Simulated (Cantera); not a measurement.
A closed system holds: 1 mol CH2F2, 0.0081 mol CH4, 0.21 mol H2, 0.0044 mol Cl2, equilibrated at 0.133 bar.

Cantera equilibrium calculation (NASA polynomials, part measured and part estimated; ideal gas, pure solids and liquids). Candidate condensed phases: C, C6H6, C7H8, C8H18; 118 gas species. Rates play no part.

x: gas mole fraction; n: condensed amount in mol.

| T (°C) | x HF | x H | x H2 | x F | x C2H2 (acetylene) | x HCl | x Cl | n C(graphite) |
|---|---|---|---|---|---|---|---|---|
| 2400 | 0.876 | 0.0390 | 0.0774 | 0.00141 | 0.00165 | 0.00286 | 0.00100 | 0.999 |
| 2450 | 0.872 | 0.0460 | 0.0736 | 0.00194 | 0.00188 | 0.00268 | 0.00116 | 0.998 |
| 2500 | 0.868 | … | 0.0695 | … | … | 0.00250 | … | 0.995 |
| 2550 | 0.862 | 0.0620 | 0.0652 | 0.00361 | 0.00235 | 0.00230 | 0.00151 | 0.992 |
| 2600 | 0.855 | … | 0.0607 | … | 0.00257 | … | … | 0.988 |
| 2650 | 0.848 | 0.0803 | 0.0561 | 0.00652 | 0.00277 | 0.00190 | 0.00186 | 0.982 |
| 2700 | 0.839 | 0.0902 | 0.0514 | 0.00867 | 0.00296 | 0.00170 | 0.00203 | 0.973 |

**Question.** Some entries are withheld; supply them.

**Answer.** 
- 2500, x H: 0.0537
- 2500, x F: 0.00266
- 2500, x C2H2 (acetylene): 0.00212
- 2500, x Cl: 0.00133
- 2600, x H: 0.0709
- 2600, x F: 0.00487
- 2600, x HCl: 0.00210
- 2600, x Cl: 0.00169
